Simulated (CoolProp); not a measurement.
A simple Rankine cycle with m-xylene: condensing at 326.15 K, boiler at 1.64 MPa, turbine inlet 597.4 K, turbine efficiency 0.6, pump efficiency 0.8, no recuperator. Each further row changes one setting.

Values from CoolProp's reference Helmholtz-energy equation of state, Zhou 2012.

```json
[
 {"case": "as stated", "thermal efficiency (%)": "___", "net work (kJ/kg)": "135", "heat in (kJ/kg)": "830", "turbine exit temperature (K)": "513.2", "volume ratio over the turbine": "377"},
 {"case": "turbine inlet 617.4 K", "thermal efficiency (%)": "16.2", "net work (kJ/kg)": "___", "heat in (kJ/kg)": "877", "turbine exit temperature (K)": "534.2", "volume ratio over the turbine": "366"},
 {"case": "condensing temperature 318.15 K", "thermal efficiency (%)": "___", "net work (kJ/kg)": "144", "heat in (kJ/kg)": "844", "turbine exit temperature (K)": "508.9", "volume ratio over the turbine": "549"},
 {"case": "boiler pressure 1.15 MPa", "thermal efficiency (%)": "15.6", "net work (kJ/kg)": "131", "heat in (kJ/kg)": "843", "turbine exit temperature (K)": "522.1", "volume ratio over the turbine": "245"},
 {"case": "turbine efficiency 0.5", "thermal efficiency (%)": "13.6", "net work (kJ/kg)": "112", "heat in (kJ/kg)": "830", "turbine exit temperature (K)": "524.9", "volume ratio over the turbine": "385"}
]
```

### Question
What belongs in the gaps?

### Answer

- as stated, thermal efficiency (%): 16.3
- turbine inlet 617.4 K, net work (kJ/kg): 142
- condensing temperature 318.15 K, thermal efficiency (%): 17.0
